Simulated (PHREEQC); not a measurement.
Dissolve 33 mmol/kgw Pb(NO3)2, 11 mmol/kgw CuCl2, 2.1 mmol/kgw H2SO4 and 12 mmol/kgw NaCl at 20 °C. Closed to the air; pH follows from the charge balance.

Computed with PHREEQC (ion-association model, wateq4f.dat).

### Question
The ionic strength comes out as 0.119 mol/kgw. What activity coefficients do HSO4-, Pb(SO4)2-2, PbCl+, PbNO3+, SO4-2 get?

### Answer
HSO4- 0.77, Pb(SO4)2-2 0.36, PbCl+ 0.77, PbNO3+ 0.77, SO4-2 0.35.

Precipitation was switched off in this run. Examples of supersaturated solids here: Anglesite. Others may be too. Species that the database lacks are ignored.
